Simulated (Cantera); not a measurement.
An adiabatic, constant-volume homogeneous reactor starts with CH₄ : CO : O₂ : N₂ = 1 : 0.2 : 4.12 : 15.5 (molar parts), equivalence ratio 0.51, at 975 K and 750 Torr. Integrator tolerance rtol = 1e-08.

Detailed kinetics in Cantera: GRI-Mech 3.0 (53 species, 325 reactions). Below about 1000 K GRI-Mech 3.0 lacks low-temperature oxidation paths.

Problem. What does this change do: initial temperature 975 to 1275 K?

Solution. 
| quantity | before | after |
|---|---|---|
| time of steepest temperature rise | 1.46 s | 11.2 ms |
| temperature at 8.00 s | 2296 K | 2478 K |
| equilibrium temperature | 2296 K | 2478 K |
| x(CH₄) at 8.00 s | <1e-12 (gas-phase equilibrium <1e-12) | <1e-12 (gas-phase equilibrium <1e-12) |
| x(CO) at 8.00 s | 0.00139 (gas-phase equilibrium 0.00139) | 0.00422 (gas-phase equilibrium 0.00422) |
| x(O₂) at 8.00 s | 0.0915 (gas-phase equilibrium 0.0915) | 0.0891 (gas-phase equilibrium 0.0891) |
| x(NO) at 8.00 s | 0.0100 (gas-phase equilibrium 0.0100) | 0.0140 (gas-phase equilibrium 0.0140) |
| x(HCO) at 8.00 s | 8.12e-11 (gas-phase equilibrium 8.12e-11) | 6.79e-10 (gas-phase equilibrium 6.79e-10) |
| x(H₂O₂) at 8.00 s | 1.90e-7 (gas-phase equilibrium 1.90e-7) | 2.52e-7 (gas-phase equilibrium 2.52e-7) |
